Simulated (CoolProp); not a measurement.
Methane along the isobar 11 bar: Z from the reference equation and from simpler models built on Tc = 190.6 K, pc = 45.99 bar, ω = 0.011; each cubic takes its own stable root.

The numbers come from the reference Helmholtz-energy equation of state, Setzmann 1991 in CoolProp.

```
T (K)   phase  reference
-----  ------  ---------
109.4  liquid    0.04548
119.8  liquid    0.04308
130.2  liquid    0.04130
140.6  liquid    0.04009
161.5     gas     0.8524
171.9     gas     0.8809
182.3     gas     0.9020
192.8     gas     0.9183
203.2     gas     0.9310
213.6     gas     0.9413
224       gas     0.9496
```

### Question
How far does each simpler model (van der Waals, Soave-Redlich-Kwong) lie from the reference over these 11 states: mean and median of the absolute difference, and the worst?

### Answer
- van der Waals: mean 191.8 %, median 2.2 %, worst +1964.1 % at 140.6 K and 11 bar
- Soave-Redlich-Kwong: mean 0.5 %, median 0.2 %, worst +2.7 % at 140.6 K and 11 bar

At some of these states van der Waals gives the other phase, because its saturation line lies elsewhere.
